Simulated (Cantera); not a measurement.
A Cantera script and what it prints.

```python
import numpy as np
import cantera as ct

gas_names = """
    F FO FO2 F2 F2O H HF HOF HO2 H2 H2F2 H2O H2O2 H3F3 H4F4 H5F5 H6F6 H7F7 Mg MgF MgF2 MgH MgO MgOH
    MgO2H2 Mg2 Mg2F4 O OH O2 O3
""".split()
cond_names = """
    H2O(s) H2O(L) Mg(cr) Mg(L) MgF2(s) MgF2(L) MgO(s) MgO(L) MgO2H2(s)
""".split()


# ... load() reads the species with a 1 bar reference pressure and builds the phases ...
atoms = {
    'MgO': {'Mg': 1, 'O': 1},
    'HF': {'H': 1, 'F': 1},
    'H2': {'H': 2},
    'F2': {'F': 2},
}
top_T = {}  # K; cautious upper limits of use, not melting points


# ... equilibrate(T, P, feed) seeds the gas with the atoms and calls Mixture.equilibrate('TP', solver="vcs", rtol=1e-11, max_steps=5000) ...
results = []
feed = {'MgO': 1, 'HF': 11, 'H2': 3.8, 'F2': 1.3}  # mol
P = 1.8  # Pa
for T in [675, 825, 975, 1125, 1275, 1425, 1575, 1725, 1875]:
    mix = equilibrate(T, P, feed)
    results.append((T, P, feed, dict(zip(mix.species_names, mix.species_moles))))

top = {s: max(r[3][s] / sum(r[3][g] for g in gas_names) for r in results) for s in gas_names}
cols = sorted((s for s in top if top[s] > 1e-06), key=lambda s: -top[s])[:8]
seen = [c for c in cond_names if any(r[3].get(c, 0) > 1e-12 for r in results)]
print("log10 of partial pressures in bar; condensed amounts in mol")
print(f"{'T/K':>10s}" + "".join(f"{s[:9]:>10s}" for s in cols + seen))
for T, P, feed, n in results:
    ng = sum(n[g] for g in gas_names)
    print(f"{T:10.4g}" + "".join(f"{np.log10(max(n[s] / ng * P / 1e5, 1e-99)):10.3f}" for s in cols)
          + "".join(f"{n.get(c, 0):10.4g}" for c in seen))
```

Output:

```
log10 of partial pressures in bar; condensed amounts in mol
       T/K        HF        H2       H2O         H      MgF2        Mg       MgF        OH   MgF2(s)    MgO(s)
       675    -4.859    -5.526    -5.924   -16.969   -20.578   -36.149   -31.525   -21.639         1         0
       825    -4.859    -5.526    -5.924   -13.863   -15.105   -26.071   -23.015   -17.629         1         0
       975    -4.859    -5.526    -5.924   -11.705   -11.350   -19.135   -17.163   -14.844         1         0
      1125    -4.846    -5.534    -6.081   -10.119    -8.621   -14.114   -12.919   -12.950    0.7071    0.2908
      1275    -4.826    -5.554    -6.880    -8.909    -6.880   -10.661   -10.041   -12.170         0     0.882
      1425    -4.835    -5.555    -6.536    -7.944    -6.540    -8.906    -8.773   -10.585         0    0.7395
      1575    -4.851    -5.567    -6.254    -7.165    -6.292    -7.510    -7.772    -9.291         0    0.4986
      1725    -4.875    -5.654    -5.967    -6.558    -6.169    -6.494    -7.056    -8.131         0 4.855e-06
      1875    -4.869    -5.802    -6.008    -6.085    -6.502    -6.207    -6.956    -7.398         0         0
```

Method: chemical equilibrium by Gibbs-energy minimisation in Cantera with the NASA 1993 tables (ideal gas, pure condensed phases). Mutual solubility and eutectic melting of coexisting phases are not modelled.
